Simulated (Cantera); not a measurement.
A closed system holds: 1 mol CuO, 2800 mol H2, 2.3 mol H2O, equilibrated at 0.240 bar.

Cantera equilibrium calculation (NASA polynomials, part measured and part estimated; ideal gas, pure solids and liquids). Candidate condensed phases: Cu, CuO, Cu(OH)2, Cu2O, H2O; 12 gas species. The numbers say what is thermodynamically allowed, not how fast it happens.

At 2223 K, list the 4 most abundant gas species with their mole fractions, and the condensed phases.

H2 0.985, H 0.0130, H2O 0.00117, Cu 0.000354. Condensed: gas only.
